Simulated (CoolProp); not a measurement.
n-octane along the isobar 10.6 MPa: fugacity coefficient from the reference equation and from simpler models built on Tc = 568.7 K, pc = 2.484 MPa, ω = 0.398; each cubic takes its own stable root.

Computed with CoolProp (reference Helmholtz-energy equation of state, Beckmüller 2019).

```json
[
 {"T (K)": "316.7", "phase": "liquid", "reference": "0.0009041"},
 {"T (K)": "355.7", "phase": "liquid", "reference": "0.004412"},
 {"T (K)": "394.6", "phase": "liquid", "reference": "0.01451"},
 {"T (K)": "433.6", "phase": "liquid", "reference": "0.03631"},
 {"T (K)": "472.6", "phase": "liquid", "reference": "0.07415"},
 {"T (K)": "511.6", "phase": "liquid", "reference": "0.1300"},
 {"T (K)": "550.5", "phase": "liquid", "reference": "0.2024"},
 {"T (K)": "589.5", "phase": "supercritical", "reference": "0.2875"}
]
```

Problem. How far does each simpler model (van der Waals, Peng-Robinson) lie from the reference over these 8 states: mean and median of the absolute difference, and the worst?

Solution. 
- van der Waals: mean 852.2 %, median 228.7 %, worst +4190.5 % at 316.7 K and 10.6 MPa
- Peng-Robinson: mean 2.9 %, median 2.7 %, worst +6.0 % at 316.7 K and 10.6 MPa
